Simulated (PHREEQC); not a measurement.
Model water analysis in mmol/kgw, 20 °C, pH 7.36: Na 110; K 0.362; Ca 16.9; Mg 15.7; Cl 150; S(6) 13.5; Alkalinity (meq/kgw) 0.0263; Si 0.0894.

Valence states are taken as typed.

The numbers come from PHREEQC with the Pitzer model, pitzer.dat.

Q: The ionic strength comes out as 0.222 mol/kgw. What activity coefficients do SO4-2, Cl-, HCO3-, Na+, Ca+2 get?

A: SO4-2 0.18, Cl- 0.71, HCO3- 0.77, Na+ 0.75, Ca+2 0.28. Single-ion values are on the MacInnes scale.

Precipitation was switched off in this run.
